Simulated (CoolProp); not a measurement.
Vapour-liquid equilibrium of hydrogen sulfide (1) + n-hexane (2) at 282.7 K; x and y are mole fractions of (1).

The numbers come from the multi-fluid Helmholtz-energy mixture model, Lemmon 2006 and Thol 2019; pair parameters Kunz 2012 in CoolProp.

| x | bubble pressure (kPa) | y at the bubble point | dew pressure at overall composition x (kPa) | liquid density (mol/L) |
|---|---|---|---|---|
| 0.05 | (withheld) | 0.921 | 10.39 | 7.753 |
| 0.2 | (withheld) | 0.979 | 12.35 | 8.130 |
| 0.35 | 672.1 | 0.986 | 15.21 | 9.035 |
| 0.5 | 824.3 | 0.990 | 19.78 | (withheld) |
| 0.65 | 957.2 | 0.992 | 28.25 | 12.83 |
| 0.8 | 1104 | 0.995 | (withheld) | 16.32 |
| 0.95 | (withheld) | 0.998 | 196.0 | 21.58 |

Q: Fill in the missing entries.

A: 
- 0.05, bubble pressure (kPa): 124.4
- 0.2, bubble pressure (kPa): 448.1
- 0.5, liquid density (mol/L): 10.53
- 0.8, dew pressure at overall composition x (kPa): 49.37
- 0.95, bubble pressure (kPa): 1281

No azeotrope shows between x = 0.05 and 0.95.

The pair parameters rest on a limited set of measurements; away from them the model extrapolates. With so large a gap from Raoult's law the liquid may split in two, which this calculation doesn't test in full.
